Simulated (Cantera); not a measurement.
An isothermal, constant-pressure homogeneous reactor starts with NO : N2 = 1 : 0.82 (molar parts), at 1975 K and 8500 Pa. Integrator tolerance rtol = 1e-08.

Detailed kinetics in Cantera: GRI-Mech 3.0 (53 species, 325 reactions).

| quantity | before | after |
|---|---|---|
| x(NO) at 20.0 s | 0.0257 (gas-phase equilibrium 0.00778) | 0.0108 (gas-phase equilibrium 0.0108) |
| x(O) at 20.0 s | 0.000973 (gas-phase equilibrium 0.000988) | 0.00248 (gas-phase equilibrium 0.00248) |
| x(O2) at 20.0 s | 0.261 (gas-phase equilibrium 0.270) | 0.268 (gas-phase equilibrium 0.268) |
| x(N2) at 20.0 s | 0.712 (gas-phase equilibrium 0.721) | 0.719 (gas-phase equilibrium 0.719) |
| x(N2O) at 20.0 s | 3.08e-7 (gas-phase equilibrium 1.22e-7) | 1.68e-7 (gas-phase equilibrium 1.68e-7) |
| x(NO2) at 20.0 s | 1.50e-5 (gas-phase equilibrium 4.62e-6) | 5.22e-6 (gas-phase equilibrium 5.21e-6) |

**Question.** Name the change that produced these shifts.
A. temperature 1975 to 2100 K
B. pressure from 8500 Pa to 1330 Pa
C. temperature 1975 to 2200 K
D. pressure from 8500 Pa to 16000 Pa

**Answer.** A, temperature 1975 to 2100 K
